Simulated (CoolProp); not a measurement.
Computed with CoolProp (reference Helmholtz-energy equation of state, Lemmon 2006). It is a short technical equation, of lower accuracy than the large ones.

Q: For carbon monoxide, give the phase and the cp (kJ/(kg K)), cv (kJ/(kg K)) at -181.75 °C and 14.9 MPa; -134.35 °C and 14.9 MPa.

A: 
- -181.75 °C and 14.9 MPa: liquid; cp 2.02, cv 1.11
- -134.35 °C and 14.9 MPa: supercritical; cp 2.20, cv 0.935
